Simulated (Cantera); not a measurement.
Feed: 1 mol Si, 0.6 mol N2O, 1.1 mol H2, at 25.5 Torr.

Cantera equilibrium calculation (NASA polynomials, part measured and part estimated; ideal gas, pure solids and liquids). Candidate condensed phases: H2O, Si, SiO2, Si2N2O, Si3N4; 35 gas species. Mutual solubility and eutectic melting of coexisting phases are not modelled. The tables hold silica as quartz up to 1696 K and as liquid above; real silica turns to tridymite and cristobalite and melts near 1996 K. Gases not in the tables: Si2H6 and higher silanes. Kinetics and transport are ignored.

Which condensed phases are stable at each of these points (T (°C)): 1175, 1275, 1375, 1475, 1575, 1675, 1775, 1875?


| T (°C) | condensed phases | Si condensed (%) |
|---|---|---|
| 1175 | SiO2(β-quartz) + Si2N2O(s) | 100.0 |
| 1275 | SiO2(β-quartz) + Si2N2O(s) | 99.8 |
| 1375 | SiO2(β-quartz) + Si2N2O(s) | 98.1 |
| 1475 | SiO2(condensed) + Si2N2O(s) | 83.1 |
| 1575 | Si2N2O(s) | 80.0 |
| 1675 | Si(l) | 39.8 |
| 1775 | Si(l) | 39.4 |
| 1875 | Si(l) | 38.2 |

From 1175 °C to 1375 °C the condensed part is SiO2(β-quartz) + Si2N2O(s). At 1475 °C the condensed part is SiO2(condensed) + Si2N2O(s). At 1575 °C the condensed part is Si2N2O(s). From 1675 °C to 1875 °C the condensed part is Si(l).
